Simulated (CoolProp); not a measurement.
A closed Brayton cycle with carbon dioxide: compressor inlet 315.15 K and 7.6 MPa, high pressure 21.7 MPa, turbine inlet 760 K, compressor efficiency 0.8, turbine efficiency 0.93, recuperator effectiveness 0 (on enthalpy, no pinch check). Each further row changes one setting.

Values from CoolProp's reference Helmholtz-energy equation of state, Span 1996.

| case | thermal efficiency (%) | net work (kJ/kg) | compressor to turbine work | compressor exit (K) | turbine exit (K) |
|---|---|---|---|---|---|
| as stated | 15.7 | 75.5 | 0.41 | 401.0 | 637.7 |
| turbine inlet 710 K | 15.7 | ___ | ___ | 401.0 | 592.4 |
| compressor inlet 325.15 K | 15.1 | 67.3 | 0.48 | 419.3 | 637.7 |
| high pressure 18.4 MPa | ___ | ___ | ___ | 387.0 | 656.5 |
| recuperator effectiveness 0.5 | 21.9 | 75.5 | 0.41 | 401.0 | 637.7 |

**Question.** Some entries are withheld; supply them.

**Answer.** 
- turbine inlet 710 K, net work (kJ/kg): 65.5
- turbine inlet 710 K, compressor to turbine work: 0.45
- high pressure 18.4 MPa, thermal efficiency (%): 13.6
- high pressure 18.4 MPa, net work (kJ/kg): 66.9
- high pressure 18.4 MPa, compressor to turbine work: 0.39
